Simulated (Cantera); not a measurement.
An isothermal, constant-pressure homogeneous reactor starts with H₂ : O₂ = 0.095 : 1 (molar parts), equivalence ratio 0.048, at 975 K and 2670 Pa.

Detailed kinetics in Cantera: the H2/O2 subset of GRI-Mech 3.0, which has no nitrogen chemistry. Radical loss at walls, strong at low pressure, is not modelled. The temperature is held fixed by assumption; the heat of reaction is taken as removed at once.

One state of this run: x H₂ = 4.65e-10; x O₂ = 0.909; x O = 8.43e-9; x OH = 1.06e-6; x HO₂ = 5.82e-10; x H = 2.85e-12. x: mole fraction; the columns are a selection and need not sum to one.

Task: Which value of t (s) does it belong to?
A) 1.92e-5
B) 0.000281
C) 0.0158
D) 50.0

Result: D, 50.0
